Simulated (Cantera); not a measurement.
Input (Python, Cantera) and output of one run.

```python
import numpy as np
import cantera as ct

gas_names = """
    Cu CuO Cu2 H HO2 H2 H2O H2O2 O OH O2 O3
""".split()
cond_names = """
    Cu(cr) Cu(L) CuO(s) CuO2H2(s) Cu2O(s) Cu2O(L) H2O(s) H2O(L)
""".split()


# ... load() reads the species with a 1 bar reference pressure and builds the phases ...
atoms = {
    'Cu2O': {'Cu': 2, 'O': 1},
    'H2': {'H': 2},
}
top_T = {'CuO(s)': 1390}  # K; cautious upper limits of use, not melting points


# ... equilibrate(T, P, feed) seeds the gas with the atoms and calls Mixture.equilibrate('TP', solver="vcs", rtol=1e-11, max_steps=5000) ...
results = []
T = 1250  # K
P = 10000  # Pa
for m in [0.58, 1.3, 3.2, 7.4, 17, 40, 95, 220, 520, 1200, 2800]:
    feed = {'Cu2O': 1, 'H2': m}  # mol
    mix = equilibrate(T, P, feed)
    results.append((T, P, feed, dict(zip(mix.species_names, mix.species_moles))))

top = {s: max(r[3][s] / sum(r[3][g] for g in gas_names) for r in results) for s in gas_names}
cols = sorted((s for s in top if top[s] > 0.0001), key=lambda s: -top[s])[:7]
seen = [c for c in cond_names if any(r[3].get(c, 0) > 1e-12 for r in results)]
print("log10 of partial pressures in bar; condensed amounts in mol")
print(f"{'n(H2)':>10s}" + "".join(f"{s[:9]:>10s}" for s in cols + seen))
for T, P, feed, n in results:
    ng = sum(n[g] for g in gas_names)
    print(f"{feed['H2']:10.4g}" + "".join(f"{np.log10(max(n[s] / ng * P / 1e5, 1e-99)):10.3f}" for s in cols)
          + "".join(f"{n.get(c, 0):10.4g}" for c in seen))
```

Result:

```
log10 of partial pressures in bar; condensed amounts in mol
     n(H2)       H2O        H2    Cu(cr)   Cu2O(s)
      0.58    -1.000    -5.216      1.16      0.42
       1.3    -1.114    -1.637         2         0
       3.2    -1.505    -1.163         2         0
       7.4    -1.869    -1.063         2         0
        17    -2.230    -1.026         2         0
        40    -2.602    -1.011         2         0
        95    -2.978    -1.005         2         0
       220    -3.342    -1.002         2         0
       520    -3.716    -1.001         2         0
      1200    -4.079    -1.000     1.999         0
      2800    -4.447    -1.000     1.999         0
```

Method: chemical equilibrium by Gibbs-energy minimisation in Cantera with the NASA 1993 tables (ideal gas, pure condensed phases). Mutual solubility and eutectic melting of coexisting phases are not modelled.
